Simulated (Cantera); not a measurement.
A perfectly stirred reactor is fed with H2 : O2 = 0.013 : 1 (molar parts), equivalence ratio 0.0065, at 0.0133 bar; it is held at 1450 K, and followed from long to short residence time.

Cantera simulation using the H2/O2 subset of GRI-Mech 3.0, which has no nitrogen chemistry; the numbers are that mechanism's predictions, not measurements. Radical loss at walls, strong at low pressure, is not modelled.

Problem. What does this change do: 0.02 parts H2O added?

Solution. 
```
quantity                  before     after
----------------------  --------  --------
x(H2) at τ = 5.50 s      1.41e-5   2.05e-5
x(O2) at τ = 5.50 s        0.985     0.966
x(H) at τ = 5.50 s       2.59e-5   2.10e-5
x(H2O) at τ = 5.50 s      0.0125    0.0316
x(H2O2) at τ = 5.50 s    4.58e-9   6.94e-9
x(H2) at τ = 0.140 s     9.28e-5  0.000143
x(O2) at τ = 0.140 s       0.978     0.960
x(H) at τ = 0.140 s     0.000289  0.000322
x(H2O) at τ = 0.140 s     0.0118    0.0305
x(H2O2) at τ = 0.140 s   9.70e-9   1.71e-8
```

Problem. What does this change do: pressure from 0.0133 bar to 0.0240 bar?

Solution. 
```tsv
quantity	before	after
x(H2) at τ = 5.50 s	1.41e-5	8.55e-6
x(O2) at τ = 5.50 s	0.985	0.986
x(H) at τ = 5.50 s	2.59e-5	8.71e-6
x(H2O) at τ = 5.50 s	0.0125	0.0126
x(H2O2) at τ = 5.50 s	4.58e-9	5.42e-9
x(H2) at τ = 0.140 s	9.28e-5	6.73e-5
x(O2) at τ = 0.140 s	0.978	0.980
x(H) at τ = 0.140 s	0.000289	0.000172
x(H2O) at τ = 0.140 s	0.0118	0.0120
x(H2O2) at τ = 0.140 s	9.70e-9	1.50e-8
```

Problem. What does this change do: O2 1 to 0.39 parts?

Solution. 
```csv
quantity,before,after
x(H2) at τ = 5.50 s,1.41e-5,3.91e-5
x(O2) at τ = 5.50 s,0.985,0.964
x(H) at τ = 5.50 s,2.59e-5,5.71e-5
x(H2O) at τ = 5.50 s,0.0125,0.0320
x(H2O2) at τ = 5.50 s,4.58e-9,1.00e-8
x(H2) at τ = 0.140 s,9.28e-5,0.000283
x(O2) at τ = 0.140 s,0.978,0.950
x(H) at τ = 0.140 s,0.000289,0.00109
x(H2O) at τ = 0.140 s,0.0118,0.0299
x(H2O2) at τ = 0.140 s,9.70e-9,2.36e-8
```
